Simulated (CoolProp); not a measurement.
Properties of hexamethyldisiloxane (MM) along the isobar 1.64 MPa.

Computed with CoolProp (reference Helmholtz-energy equation of state, Thol 2016).

```
T (K)   phase  cp (kJ/(kg K))  Joule-Thomson coefficient (K/MPa)  isothermal compressibility (1/MPa)
-----  ------  --------------  ---------------------------------  ----------------------------------
441.3  liquid           2.332                             0.1107                             0.01183
445.8  liquid           2.351                             0.1562                             0.01293
450.4  liquid           2.371                             0.2084                             0.01423
455    liquid           2.393                             0.2679                             0.01576
459.6  liquid           2.416                             0.3362                             0.01757
464.2  liquid           2.440                             0.4157                             0.01974
468.7  liquid           2.467                             0.5071                             0.02233
473.3  liquid           2.498                             0.6189                             0.02562
477.9  liquid           2.533                             0.7557                             0.02981
482.5  liquid           2.575                             0.9274                             0.03532
487.1  liquid           2.626                              1.150                             0.04287
491.6  liquid           2.691                              1.446                             0.05352
496.2  liquid           2.783                              1.883                             0.07055
500.8  liquid           2.929                              2.586                              0.1011
```
